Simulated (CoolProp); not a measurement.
Properties of R227EA along the isotherm 418.6 K (Tc = 374.9 K, pc = 2.925 MPa, ω = 0.358).

Model: reference Helmholtz-energy equation of state, Lemmon 2016, in CoolProp.

| p (MPa) | phase | density (kg/m³) | speed of sound (m/s) | Prandtl number |
|---|---|---|---|---|
| 0.0463 | gas | 2.270 | 146.3 | 0.697 |
| 0.105 | gas | 5.173 | 145.8 | 0.697 |
| 0.24 | gas | 11.95 | 144.4 | 0.698 |
| 0.545 | gas | 27.85 | 141.2 | 0.702 |
| 1.24 | gas | 67.51 | 133.7 | 0.718 |
| 2.82 | gas | 184.2 | 115.0 | 0.808 |
| 6.43 | supercritical | 696.8 | 120.4 | 1.89 |
| 14.6 | supercritical | 1044 | 265.8 | 2.62 |

Viscosity comes from a separate model (Huber 2003), an estimate that may be off by 10 % or more. Thermal conductivity comes from a separate model (Huber 2003), an estimate that may be off by 10 % or more.
